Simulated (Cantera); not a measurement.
## CH3F + H2 (fluorocarbon and chlorocarbon gases)

Input: 1 mol CH3F, 0.38 mol H2, equilibrated at 1648.15 K and 100000 Pa.

Cantera equilibrium calculation (NASA polynomials, part measured and part estimated; ideal gas, pure solids and liquids). Candidate condensed phases: C, C6H6, C7H8, C8H18; 95 gas species. Kinetics and transport are ignored.

```yaml
x(H2): 0.579
x(HF): 0.420
x(CH4): 0.000449
x(H): 6.79e-5
x(C2H2 (acetylene)): 2.59e-5
x(H2F2): 1.88e-6
x(C2H4): 1.11e-6
x(CH3): 1.07e-6
n(C(graphite)): 0.999 mol
gas_amount: 2.379 mol
```
